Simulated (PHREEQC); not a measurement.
Solution (45 °C): 87 mmol/kgw KOH. Closed to the air; pH follows from the charge balance.

Equilibrium calculation in PHREEQC: ion-association model, wateq4f.dat.

No solid was allowed to form.

Task: Predict the pH.

Result: pH 12.23.

Away from 25 °C the constants follow the database's enthalpies or fits; those with neither stay at their 25 °C values.
